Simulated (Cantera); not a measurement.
Charge: 1 mol Si, 0.32 mol O₂, 410 mol N₂, held at 1523.15 K.

These are equilibrium values from Cantera (NASA tables, ideal gas, pure condensed phases), not measurements of a reactor. Candidate condensed phases: Si, SiO₂, Si₂N₂O, Si₃N₄; 16 gas species. Mutual solubility and eutectic melting of coexisting phases are not modelled. The tables hold silica as quartz up to 1696 K and as liquid above; real silica turns to tridymite and cristobalite and melts near 1996 K. Rates play no part.

Problem. Which condensed phases are stable at each of these points (P (Pa)): 0.100, 2.50, 63, 1600, 40000, 1000000?

Solution. 
| P (Pa) | condensed phases | Si condensed (%) |
|---|---|---|
| 0.100 | gas only | 0.0 |
| 2.50 | Si(s) | 5.4 |
| 63 | Si₂N₂O(s) + Si₃N₄(s) | 51.6 |
| 1600 | Si₂N₂O(s) | 72.0 |
| 40000 | SiO₂(β-quartz) + Si₂N₂O(s) | 99.4 |
| 1000000 | SiO₂(β-quartz) + Si₂N₂O(s) | 100.0 |

At 1.00e-6 bar nothing is condensed. At 2.50e-5 bar the condensed part is Si(s). At 0.000630 bar the condensed part is Si₂N₂O(s) + Si₃N₄(s). At 0.0160 bar the condensed part is Si₂N₂O(s). From 0.400 bar to 10.0 bar the condensed part is SiO₂(β-quartz) + Si₂N₂O(s).
